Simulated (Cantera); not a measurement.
A closed system holds: 1 mol Fe(CO)5, 0.33 mol CO, a varied amount of H2, equilibrated at 1598.15 K and 1 atm.

Method: chemical equilibrium by Gibbs-energy minimisation in Cantera with the NASA 1993 tables (ideal gas, pure condensed phases). Candidate condensed phases: C, C6H6, C7H8, C8H18, Fe, Fe(CO)5, FeO, Fe(OH)2, Fe(OH)3, Fe2O3, Fe3O4, H2O; 114 gas species. Iron dissolves carbon and melts from about 1420 K in contact with it, which pure phases cannot show. Condensed phases not in the tables: cementite and carbon dissolved in iron. Rates play no part.

x: gas mole fraction; n: condensed amount in mol.

| n(H2) (mol) | x CO | x H2 | x CH4 | x H2O | x CO2 | n C(graphite) | n Fe(γ) |
|---|---|---|---|---|---|---|---|
| 0.34 | 0.940 | 0.0599 | (withheld) | 5.05e-5 | 0.000264 | 0.00173 | 1.000 |
| 0.52 | 0.911 | 0.0888 | (withheld) | 7.25e-5 | 0.000248 | 0.00177 | 1.000 |
| 0.79 | 0.871 | 0.129 | (withheld) | 0.000101 | 0.000227 | 0.00179 | 1.000 |
| 1.2 | 0.816 | 0.184 | (withheld) | 0.000134 | 0.000199 | 0.00174 | 1.000 |
| 1.8 | 0.747 | 0.252 | (withheld) | 0.000169 | 0.000167 | 0.00154 | 1.000 |
| 2.8 | 0.655 | 0.344 | (withheld) | 0.000202 | 0.000128 | 0.000923 | 1.000 |
| 4.3 | 0.553 | 0.446 | (withheld) | 0.000236 | 9.77e-5 | 0 | 1.000 |
| 6.5 | 0.450 | 0.549 | (withheld) | 0.000302 | 8.28e-5 | 0 | 1.000 |
| 10 | 0.347 | 0.652 | 0.000405 | 0.000355 | 6.31e-5 | 0 | 1.000 |
| 15 | 0.262 | 0.737 | 0.000414 | 0.000379 | 4.49e-5 | 0 | 1.000 |
| 23 | 0.188 | 0.811 | 0.000398 | 0.000376 | 2.91e-5 | 0 | 1.000 |
| 35 | 0.132 | 0.867 | (withheld) | 0.000352 | 1.79e-5 | 0 | 1.000 |
| 54 | 0.0896 | 0.910 | (withheld) | 0.000314 | 1.03e-5 | 0 | 1.000 |

Problem. Complete the blanks.

Solution. 
- 0.34, x CH4: 5.98e-6
- 0.52, x CH4: 1.31e-5
- 0.79, x CH4: 2.77e-5
- 1.2, x CH4: 5.62e-5
- 1.8, x CH4: 0.000106
- 2.8, x CH4: 0.000197
- 4.3, x CH4: 0.000311
- 6.5, x CH4: 0.000368
- 35, x CH4: 0.000365
- 54, x CH4: 0.000321
